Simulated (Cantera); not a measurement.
Input: 1 mol CH3F, a varied amount of F2, at 2348 K and 0.780 bar.

Cantera equilibrium calculation (NASA polynomials, part measured and part estimated; ideal gas, pure solids and liquids). Candidate condensed phases: C, C6H6, C7H8, C8H18; 95 gas species. Gases not in the tables: C2F6 and larger saturated fluorocarbons. The numbers say what is thermodynamically allowed, not how fast it happens.

log p: log10 of the partial pressure in bar; n: condensed amount in mol.

| n(F2) (mol) | log p HF | log p H2 | log p CF4 | log p CF2 | log p F | n C(graphite) |
|---|---|---|---|---|---|---|
| 0.11 | -0.35 | -0.49 | <-12 | -7.20 | -4.87 | 0.990 |
| 0.16 | -0.32 | -0.53 | <-12 | -7.12 | -4.83 | 0.991 |
| 0.22 | -0.30 | -0.57 | <-12 | … | -4.78 | 0.992 |
| 0.31 | -0.26 | -0.64 | -11.98 | -6.88 | -4.71 | 0.992 |
| 0.43 | -0.23 | -0.75 | -11.61 | -6.70 | -4.62 | 0.994 |
| 0.6 | -0.18 | … | … | … | … | 0.996 |
| 0.84 | -0.13 | -1.37 | -10.00 | -5.89 | -4.22 | 0.998 |
| 1.2 | -0.13 | -5.45 | -1.83 | -1.81 | -2.18 | 0.874 |
| 1.6 | -0.16 | -5.78 | -1.30 | -1.54 | -2.04 | 0.644 |

Fill in the missing entries.


- 0.22, log p CF2: -7.02
- 0.6, log p H2: -0.93
- 0.6, log p CF4: -11.07
- 0.6, log p CF2: -6.43
- 0.6, log p F: -4.49
